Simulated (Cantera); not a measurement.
Input: 1 mol Si, 1.5 mol N2O, 15 mol H2, at 1873.15 K and 8.10 bar.

Equilibrium computed with Cantera from the NASA thermochemical tables; the gas is ideal and each condensed phase is pure. Candidate condensed phases: H2O, Si, SiO2, Si2N2O, Si3N4; 35 gas species. Mutual solubility and eutectic melting of coexisting phases are not modelled. The tables hold silica as quartz up to 1696 K and as liquid above; real silica turns to tridymite and cristobalite and melts near 1996 K. Equilibrium is a limit: real reactors are often held back by kinetics, nucleation or transport.

Task: What is the equilibrium state?

Result: 
```json
{
  "x(H2)": "0.916",
  "x(N2)": "0.0815",
  "x(H2O)": "0.00111",
  "x(SiO)": "0.000882",
  "x(H)": "0.000217",
  "x(NH3)": "5.11e-5",
  "n(SiO2(condensed))": "0.650 mol",
  "n(Si2N2O(s))": "0.168 mol",
  "gas_amount": "16.35 mol",
  "log10 activity of Si(l) (absent)": "-2.23"
}
```
